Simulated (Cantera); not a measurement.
A Cantera script and what it prints.

```python
import numpy as np
import cantera as ct

gas_names = """
    H HNO HNO2 HNO3 HO2 H2 H2O H2O2 N NH NH2 NH3 NH2OH NO NO2 NO3 N2 N2H2 N2H4 N2O O OH O2 O3 V VN VO
    VO2
""".split()
cond_names = """
    H2O(s) H2O(L) V(cr) V(L) VN(s) VO(s) VO(L) V2O3(s) V2O3(L) V2O4(I) V2O4(II) V2O4(L) V2O5(s) V2O5(L)
""".split()


# ... load() reads the species with a 1 bar reference pressure and builds the phases ...
atoms = {
    'V': {'V': 1},
    'H2O': {'H': 2, 'O': 1},
    'N2': {'N': 2},
    'O2': {'O': 2},
}
top_T = {'VN(s)': 2300}  # K; cautious upper limits of use, not melting points


# ... equilibrate(T, P, feed) seeds the gas with the atoms and calls Mixture.equilibrate('TP', solver="vcs", rtol=1e-11, max_steps=5000) ...
results = []
feed = {'V': 1, 'H2O': 0.021, 'N2': 2.1, 'O2': 0.071}  # mol
P = 6100  # Pa
for T in [1098, 1248, 1398, 1548, 1698, 1848, 1998, 2148, 2298, 2448, 2598]:
    mix = equilibrate(T, P, feed)
    results.append((T, P, feed, dict(zip(mix.species_names, mix.species_moles))))

top = {s: max(r[3][s] / sum(r[3][g] for g in gas_names) for r in results) for s in gas_names}
cols = sorted((s for s in top if top[s] > 1e-06), key=lambda s: -top[s])[:9]
seen = [c for c in cond_names if any(r[3].get(c, 0) > 1e-12 for r in results)]
print("log10 of partial pressures in bar; condensed amounts in mol")
print(f"{'T/K':>10s}" + "".join(f"{s[:9]:>10s}" for s in cols + seen))
for T, P, feed, n in results:
    ng = sum(n[g] for g in gas_names)
    print(f"{T:10.4g}" + "".join(f"{np.log10(max(n[s] / ng * P / 1e5, 1e-99)):10.3f}" for s in cols)
          + "".join(f"{n.get(c, 0):10.4g}" for c in seen))
```

Result:

```
log10 of partial pressures in bar; condensed amounts in mol
       T/K        N2         V        VO        H2         H       VO2       H2O        VN         O      V(L)     VN(s)     VO(s)     VO(L)   V2O3(s)
      1098    -1.220   -21.829   -17.784    -3.118    -9.166   -15.562    -5.590   -25.296   -19.998         0    0.8914         0         0   0.05431
      1248    -1.220   -17.685   -14.416    -3.118    -7.890   -12.772    -5.538   -21.131   -17.076         0    0.8914         0         0   0.05431
      1398    -1.220   -14.440   -11.788    -3.118    -6.884   -10.598    -5.504   -17.872   -14.781         0    0.8914         0         0    0.0543
      1548    -1.220   -11.833    -9.701    -3.126    -6.074    -8.899    -5.506   -15.255   -12.951         0    0.8371    0.1629         0         0
      1698    -1.220    -9.694    -8.128    -3.126    -5.403    -7.778    -5.638   -13.110   -11.577         0    0.8371    0.1629         0         0
      1848    -1.220    -7.910    -6.823    -3.129    -4.840    -6.855    -5.755   -11.322   -10.429         0    0.8371    0.1629         0         0
      1998    -1.220    -6.399    -5.725    -3.137    -4.363    -6.085    -5.865    -9.810    -9.455         0    0.8371    0.1629         0         0
      2148    -1.221    -5.106    -4.845    -3.158    -3.959    -5.543    -6.030    -8.515    -8.675         0    0.8369         0    0.1624         0
      2298    -1.222    -3.986    -4.125    -3.202    -3.620    -5.157    -6.240    -7.396    -8.034         0    0.8343         0    0.1605         0
      2448    -1.226    -3.309    -3.499    -3.403    -3.403    -4.520    -6.283    -6.723    -7.170    0.8207         0         0    0.1496         0
      2598    -1.244    -2.730    -2.949    -3.582    -3.211    -3.946    -6.307    -6.154    -6.389    0.7726         0         0    0.1132         0
```

Equilibrium computed with Cantera from the NASA thermochemical tables; the gas is ideal and each condensed phase is pure. Each liquid is taken as pure. Mutual solubility and eutectic melting of coexisting phases are not modelled. VN, VO: taken at fixed stoichiometry. Condensed phases not in the tables: the oxides between V2O3 and V2O5 other than VO2, solid solutions among these carbides, nitrides and lower oxides, V2N, N, O or C dissolved in the metal.
